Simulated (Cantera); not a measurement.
Input: 1 mol HMDSO, 27 mol CO₂, 2 mol N₂, 0.41 mol N₂O, held at 1248.15 K and 0.0400 bar.

Cantera equilibrium calculation (NASA polynomials, part measured and part estimated; ideal gas, pure solids and liquids). Candidate condensed phases: C, C₆H₆, C₇H₈, C₈H₁₈, H₂O, Si, SiC, SiO₂, Si₂N₂O, Si₃N₄; 151 gas species. The feed counts by its element totals alone. The tables hold silica as quartz up to 1696 K and as liquid above; real silica turns to tridymite and cristobalite and melts near 1996 K. Rates play no part.

Question: What is the equilibrium state?

Answer: 
- x(CO) = 0.435
- x(CO₂) = 0.308
- x(H₂O) = 0.106
- x(H₂) = 0.0963
- x(N₂) = 0.0543
- n(SiO₂(β-quartz)) = 2.00 mol
- gas amount = 44.41 mol
- log10 activity of C(graphite) (absent) = -3.62
- log10 activity of Si(s) (absent) = -13.88
